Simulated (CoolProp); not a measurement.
The fluid at 212.22 K and 0.0113 MPa flows at 0.065 m/s in a round tube of 10 mm bore and 0.25 µm roughness, fully developed (64/Re and Nu = 3.66 if laminar; Colebrook and Gnielinski if turbulent). The same conditions are run with several fluids, on thermodynamics alone (safety and materials aside).

Computed with CoolProp (reference Helmholtz-energy equation of state of each fluid (CH2F2 (R32): Tillner-Roth 1997; R407C: Lemmon 2003; dry air: Lemmon 2000; R410A: Lemmon 2003; propylene: Lemmon 2013)). Blends and air are pseudo-pure fits.

```json
[
 {"fluid": "CH2F2 (R32)", "Reynolds number": "23.1", "Darcy friction factor": "2.77", "pressure drop (Pa/m)": "0.196", "heat-transfer coefficient (W/(m² K))": "2.96", "mass flow (kg/h)": "0.00616"},
 {"fluid": "R407C", "Reynolds number": "42.7", "Darcy friction factor": "___", "pressure drop (Pa/m)": "0.176", "heat-transfer coefficient (W/(m² K))": "2.41", "mass flow (kg/h)": "0.0102"},
 {"fluid": "dry air", "Reynolds number": "8.61", "Darcy friction factor": "7.43", "pressure drop (Pa/m)": "0.291", "heat-transfer coefficient (W/(m² K))": "7.13", "mass flow (kg/h)": "___"},
 {"fluid": "R410A", "Reynolds number": "34.7", "Darcy friction factor": "___", "pressure drop (Pa/m)": "___", "heat-transfer coefficient (W/(m² K))": "2.51", "mass flow (kg/h)": "0.00859"},
 {"fluid": "propylene", "Reynolds number": "29.2", "Darcy friction factor": "___", "pressure drop (Pa/m)": "0.125", "heat-transfer coefficient (W/(m² K))": "3.56", "mass flow (kg/h)": "0.00498"}
]
```

### Question
Fill in the missing entries.

### Answer

- R407C, Darcy friction factor: 1.50
- dry air, mass flow (kg/h): 0.00341
- R410A, Darcy friction factor: 1.85
- R410A, pressure drop (Pa/m): 0.182
- propylene, Darcy friction factor: 2.19

Transport values come from each fluid's own correlations; those of CH2F2 (R32), propylene are estimates that may be off by 10 % or more.
